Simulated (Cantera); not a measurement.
An isothermal, constant-pressure homogeneous reactor starts with CH4 : H2O : H2 : N2 = 1 : 4 : 0.34 : 0.013 (molar parts), at 1875 K and 500000 Pa.

Detailed kinetics in Cantera: GRI-Mech 3.0 (53 species, 325 reactions).

One state of this run: x CH4 = 8.45e-8; x H2O = 0.386; x H2 = 0.476; x C2H2 = 2.55e-12; x H2O2 = 3.95e-11; x O = 4.15e-9. x: mole fraction; the columns are a selection and need not sum to one.

Which value of t (s) does it belong to?
A. 0.0374
B. 1.89
C. 0.00274
D. 0.138

B, 1.89
